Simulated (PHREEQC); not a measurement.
A solution holds 0.15 mol/kgw Pb(NO3)2, 0.031 mol/kgw ZnCl2, 0.00013 mol/kgw HCl and 6.1e-05 mol/kgw Na2SO4, at 20 °C. Closed to the air; pH follows from the charge balance.

Computed with PHREEQC (ion-association model, wateq4f.dat).

No solid was allowed to form.

**Question.** Predict the pH.

**Answer.** pH 3.92.

**Question.** In which forms is Cl present?

**Answer.** Cl- 60 %, PbCl+ 37 %, PbCl2 2.1 %, ZnCl+ 1.1 % of the Cl.

The solution is supersaturated, for example in Anglesite, so a real one may precipitate; this is no full list. Species that the database lacks are ignored.
